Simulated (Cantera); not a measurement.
## Equilibrium for aluminium nitride and oxide growth: Al + NH3 + H2

Feed: 1 mol Al, 26 mol NH3, 18 mol H2, at 1173 K and 81000 Pa.

Cantera equilibrium calculation (NASA polynomials, part measured and part estimated; ideal gas, pure solids and liquids). Candidate condensed phases: Al, AlN; 13 gas species. Rates play no part.

The x(H2) is 0.820. The x(N2) comes out as 0.180 and the x(NH3) is 5.55e-5. The n(AlN(s)) comes out as 1.00 mol and the gas amount is 69.50 mol. The log10 activity of Al(l) (absent) is -8.11.
